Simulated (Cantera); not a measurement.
Cantera run:

```python
import numpy as np
import cantera as ct

gas_names = """
    Cu CuF CuF2 CuO Cu2 F FO FO2 F2 F2O N NF NF2 NF3 NO NO2 NO3 N2 N2O O O2 O3
""".split()
cond_names = """
    Cu(cr) Cu(L) CuF2(s) CuF2(L) CuO(s) Cu2O(s) Cu2O(L)
""".split()


# ... load() reads the species with a 1 bar reference pressure and builds the phases ...
atoms = {
    'CuO': {'Cu': 1, 'O': 1},
    'F2': {'F': 2},
    'N2': {'N': 2},
}
top_T = {'CuO(s)': 1390}  # K; cautious upper limits of use, not melting points


# ... equilibrate(T, P, feed) seeds the gas with the atoms and calls Mixture.equilibrate('TP', solver="vcs", rtol=1e-11, max_steps=5000) ...
results = []
feed = {'CuO': 1, 'F2': 0.84, 'N2': 36}  # mol
T = 1475  # K
P = 3200  # Pa
mix = equilibrate(T, P, feed)
results.append((T, P, feed, dict(zip(mix.species_names, mix.species_moles))))
print(gas.report(threshold=0.001))
for i in range(1, mix.n_phases):
    print(f"{mix.phase(i).name:16s} {mix.phase_moles(i):12.5e} mol")
```

Result:

```
       temperature   1475 K
          pressure   3200 Pa
           density   0.0077911 kg/m^3
  mean mol. weight   29.859 kg/kmol
   phase of matter   gas

                          1 kg             1 kmol
                     ---------------   ---------------
          enthalpy        1.1129e+06         3.323e+07  J
   internal energy        7.0216e+05        2.0966e+07  J
           entropy            9185.7        2.7428e+05  J/K
    Gibbs function       -1.2436e+07       -3.7133e+08  J
 heat capacity c_p              1177             35145  J/K
 heat capacity c_v            898.57             26830  J/K

                      mass frac. Y      mole frac. X     chem. pot. / RT
                     ---------------   ---------------   ---------------
               CuF          0.024199         0.0087535           -39.888
              CuF2          0.060897          0.017907           -66.482
                N2           0.90034           0.95964           -29.444
                O2          0.014124           0.01318             -35.5
     [  +18 minor]        0.00044335        0.00052339

Cu(L)             0.00000e+00 mol
CuF2(L)           0.00000e+00 mol
Cu2O(s)           0.00000e+00 mol
```

Cantera equilibrium calculation (NASA polynomials, part measured and part estimated; ideal gas, pure solids and liquids).
